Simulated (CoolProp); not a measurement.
Vapour-liquid equilibrium of carbon dioxide (1) + CH3F (R41) (2) at 275.4 K; x and y are mole fractions of (1).

Values from CoolProp's multi-fluid Helmholtz-energy mixture model, Span 1996 and Lemmon 2006; pair parameters Bell 2016.

```json
[
 {"x": "0.05", "bubble pressure, mixture model (kPa)": "2238", "bubble pressure, Raoult's law (kPa)": "2244", "y, mixture model": "0.070", "y, Raoult's law": "0.082"},
 {"x": "0.15", "bubble pressure, mixture model (kPa)": "2377", "bubble pressure, Raoult's law (kPa)": "2397", "y, mixture model": "0.199", "y, Raoult's law": "0.231"},
 {"x": "0.25", "bubble pressure, mixture model (kPa)": "2513", "bubble pressure, Raoult's law (kPa)": "2550", "y, mixture model": "0.317", "y, Raoult's law": "0.362"},
 {"x": "0.35", "bubble pressure, mixture model (kPa)": "2651", "bubble pressure, Raoult's law (kPa)": "2703", "y, mixture model": "0.427", "y, Raoult's law": "0.479"},
 {"x": "0.45", "bubble pressure, mixture model (kPa)": "2791", "bubble pressure, Raoult's law (kPa)": "2856", "y, mixture model": "0.531", "y, Raoult's law": "0.583"},
 {"x": "0.55", "bubble pressure, mixture model (kPa)": "2937", "bubble pressure, Raoult's law (kPa)": "3009", "y, mixture model": "0.629", "y, Raoult's law": "0.676"},
 {"x": "0.65", "bubble pressure, mixture model (kPa)": "3089", "bubble pressure, Raoult's law (kPa)": "3162", "y, mixture model": "0.721", "y, Raoult's law": "0.760"},
 {"x": "0.75", "bubble pressure, mixture model (kPa)": "3251", "bubble pressure, Raoult's law (kPa)": "3315", "y, mixture model": "0.808", "y, Raoult's law": "0.837"},
 {"x": "0.85", "bubble pressure, mixture model (kPa)": "3422", "bubble pressure, Raoult's law (kPa)": "3468", "y, mixture model": "0.889", "y, Raoult's law": "0.906"},
 {"x": "0.95", "bubble pressure, mixture model (kPa)": "3603", "bubble pressure, Raoult's law (kPa)": "3621", "y, mixture model": "0.965", "y, Raoult's law": "0.970"}
]
```

The largest gap from Raoult's law is -2.4 % in bubble pressure, at x = 0.55. No azeotrope shows between x = 0.05 and 0.95.

The pair parameters rest on a limited set of measurements; away from them the model extrapolates.
